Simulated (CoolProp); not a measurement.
Vapour-liquid equilibrium of cyclohexane (1) + benzene (2) at 35.25 °C; x and y are mole fractions of (1).

Model: multi-fluid Helmholtz-energy mixture model, Zhou 2014 and Thol 2012; pair parameters Bell 2016, in CoolProp.

| x | bubble pressure, mixture model (kPa) | bubble pressure, Raoult's law (kPa) | y, mixture model | y, Raoult's law |
|---|---|---|---|---|
| 0.05 | 20.64 | 20.01 | 0.078 | 0.051 |
| 0.15 | 21.57 | 20.04 | 0.201 | 0.152 |
| 0.25 | 22.16 | 20.07 | 0.298 | 0.253 |
| 0.35 | 22.51 | 20.10 | 0.381 | 0.353 |
| 0.45 | 22.66 | 20.13 | 0.459 | 0.454 |
| 0.55 | 22.64 | 20.16 | 0.536 | 0.554 |
| 0.65 | 22.45 | 20.19 | 0.617 | 0.653 |
| 0.75 | 22.10 | 20.22 | 0.706 | 0.753 |
| 0.85 | 21.54 | 20.25 | 0.808 | 0.852 |
| 0.95 | 20.77 | 20.28 | 0.929 | 0.951 |

The largest gap from Raoult's law is +12.6 % in bubble pressure, at x = 0.45. y crosses x between x = 0.45 and 0.55: the model has an azeotrope there.

The pair parameters rest on a limited set of measurements; away from them the model extrapolates.
